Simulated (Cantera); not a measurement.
An isothermal, constant-pressure homogeneous reactor starts with 6.75 % H₂, 80.4 % O₂, 12.9 % N₂, equivalence ratio 0.042, at 1275 K and 120 Pa.

Model: the H2/O2 subset of GRI-Mech 3.0, which has no nitrogen chemistry, integrated in Cantera. Radical loss at walls, strong at low pressure, is not modelled. The temperature is held fixed by assumption; the heat of reaction is taken as removed at once.

One state of this run: x H₂ = 1.19e-5; x O₂ = 0.797; x H₂O₂ = 1.91e-9; x O = 0.000274; x OH = 0.000477. x: mole fraction; the columns are a selection and need not sum to one.

Problem. Which value of t (s) does it belong to?
A. 0.0153
B. 80.0
C. 1.00e-5
D. 0.00133

Solution. B, 80.0
